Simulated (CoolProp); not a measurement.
A single-stage vapour-compression cycle with the fluid: evaporating at 286.15 K (dew point), condensing at 307.15 K (bubble point), superheat 10 K, subcooling 0 K, compressor efficiency 0.75, no pressure losses. The same conditions are run with several fluids, on thermodynamics alone (safety and materials aside).

The numbers come from the reference Helmholtz-energy equation of state of each fluid (chloromethane (R40): Thol 2014; R404A: Lemmon 2003; sulfur hexafluoride: Guder 2009; R1336mzz(Z): McLinden 2020; tetrahydrofuran: Fiedler 2023; R125: Lemmon 2005) in CoolProp. Blends and air are pseudo-pure fits.

| fluid | cooling COP | pressure ratio | discharge temperature (K) | refrigerating effect (kJ/kg) | volumetric capacity (kJ/m³) |
|---|---|---|---|---|---|
| chloromethane (R40) | 9.23 | 1.86 | 345.9 | 364 | 3230 |
| R404A | 8.31 | [?] | 322.7 | [?] | 5630 |
| sulfur hexafluoride | 6.95 | 1.65 | 319.5 | 56.5 | [?] |
| R1336mzz(Z) | 9.48 | 2.30 | 317.0 | 157 | 481 |
| tetrahydrofuran | 9.64 | 2.55 | 335.8 | 428 | 157 |
| R125 | 8.27 | 1.75 | 320.4 | 103 | 6030 |

Fill in the missing entries.


- R404A, pressure ratio: 1.77
- R404A, refrigerating effect (kJ/kg): 132
- sulfur hexafluoride, volumetric capacity (kJ/m³): 7890
